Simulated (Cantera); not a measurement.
What does this Cantera script print?

```python
import numpy as np
import cantera as ct

gas_names = """
    N N2 Si SiN Si2 Si2N Si3
""".split()
cond_names = """
    Si(cr) Si(L) Si3N4(a)
""".split()


def load(file, names, dense=False):
    # The tables refer to 1 bar. Condensed volumes are neglected.
    table = {s.name: s for s in ct.Species.list_from_file(file)}
    out = []
    for n in names:
        d = dict(table[n].input_data)
        d["thermo"] = dict(d["thermo"], **{"reference-pressure": 1e5})
        if dense:
            d["equation-of-state"] = {"model": "constant-volume", "density": "1e6 g/cm^3"}
        out.append(ct.Species.from_dict(d))
    return out


gas = ct.Solution(thermo="ideal-gas", species=load("nasa_gas.yaml", gas_names))
cond = {s.name: ct.Solution(thermo="fixed-stoichiometry", species=[s], name=s.name)
        for s in load("nasa_condensed.yaml", cond_names, dense=True)}
atoms = {
    'Si3N4': {'Si': 3, 'N': 4},
    'N2': {'N': 2},
}
top_T = {'Si3N4(a)': 2400}  # K; cautious upper limits of use, not melting points


def equilibrate(T, P, feed):
    n = {}
    for name, mol in feed.items():
        for a, k in atoms[name].items():
            n[a] = n.get(a, 0.0) + k * mol
    gas.TPX = T, P, n
    mass = sum(n.values()) * gas.mean_molecular_weight
    gas.equilibrate("TP")
    valid = [c for c in cond.values() if c.min_temp <= T <= top_T.get(c.name, c.max_temp)]
    mix = ct.Mixture([(gas, mass / gas.mean_molecular_weight)] + [(c, 0.0) for c in valid])
    mix.T, mix.P = T, P
    mix.equilibrate("TP", solver="vcs", rtol=1e-11, max_steps=5000)
    return mix


results = []
feed = {'Si3N4': 1, 'N2': 0.48}  # mol
P = 390  # Pa
for T in [1675, 1775, 1875, 1975, 2075, 2175, 2275, 2375, 2475, 2575]:
    mix = equilibrate(T, P, feed)
    results.append((T, P, feed, dict(zip(mix.species_names, mix.species_moles))))

top = {s: max(r[3][s] / sum(r[3][g] for g in gas_names) for r in results) for s in gas_names}
cols = sorted((s for s in top if top[s] > 0.001), key=lambda s: -top[s])[:8]
seen = [c for c in cond_names if any(r[3].get(c, 0) > 1e-12 for r in results)]
print("log10 of partial pressures in bar; condensed amounts in mol")
print(f"{'T/K':>10s}" + "".join(f"{s[:9]:>10s}" for s in cols + seen))
for T, P, feed, n in results:
    ng = sum(n[g] for g in gas_names)
    print(f"{T:10.4g}" + "".join(f"{np.log10(max(n[s] / ng * P / 1e5, 1e-99)):10.3f}" for s in cols)
          + "".join(f"{n.get(c, 0):10.4g}" for c in seen))
```

Output:

```
log10 of partial pressures in bar; condensed amounts in mol
       T/K        N2        Si       Si2       SiN      Si2N       Si3     Si(L)  Si3N4(a)
      1675    -2.409    -6.749    -9.545    -8.135    -8.265   -10.537         0         1
      1775    -2.409    -5.659    -7.911    -7.184    -6.966    -8.528     2.998         0
      1875    -2.410    -5.043    -7.168    -6.694    -6.523    -7.809     2.994         0
      1975    -2.413    -4.490    -6.501    -6.255    -6.127    -7.165     2.977         0
      2075    -2.421    -3.992    -5.901    -5.862    -5.773    -6.585     2.928         0
      2175    -2.444    -3.540    -5.357    -5.513    -5.461    -6.061     2.787         0
      2275    -2.505    -3.128    -4.862    -5.215    -5.197    -5.585     2.368         0
      2375    -2.686    -2.751    -4.410    -5.005    -5.019    -5.151    0.7245         0
      2475    -2.750    -2.683    -4.549    -5.038    -5.360    -5.584         0         0
      2575    -2.752    -2.677    -4.794    -5.098    -5.761    -6.159         0         0
```

Equilibrium computed with Cantera from the NASA thermochemical tables; the gas is ideal and each condensed phase is pure. The tables' values for SiN are old estimates; treat these amounts as uncertain.
